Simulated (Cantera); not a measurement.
Charge: 1 mol CH2F2, 0.019 mol CH4, 16 mol H2, equilibrated at 2625 K and 10.0 Torr.

These are equilibrium values from Cantera (NASA tables, ideal gas, pure condensed phases), not measurements of a reactor. Candidate condensed phases: C, C6H6, C7H8, C8H18; 95 gas species. The numbers say what is thermodynamically allowed, not how fast it happens.

Base state: H2 0.607, H 0.286, HF 0.0948, C2H2 (acetylene) 0.0108, C2H 0.000472, C3 0.000237, F 0.000127, C4H2 8.02e-5 (mole fractions); condensed: C(graphite).

Question: What changes in the equilibrium state with this change: CH2F2 replaced by c-C4F8?

Answer: 
```tsv
species	before	after
H2	0.607	0.406
HF	0.0948	0.352
H	0.286	0.234
C2H2 (acetylene)	0.0108	0.00724
F	0.000127	0.000578
CF	6.00e-6	2.72e-5
C4H2	8.02e-5	5.36e-5
C(graphite), mol	0.517	3.65
```
The feed counts by its element totals alone.
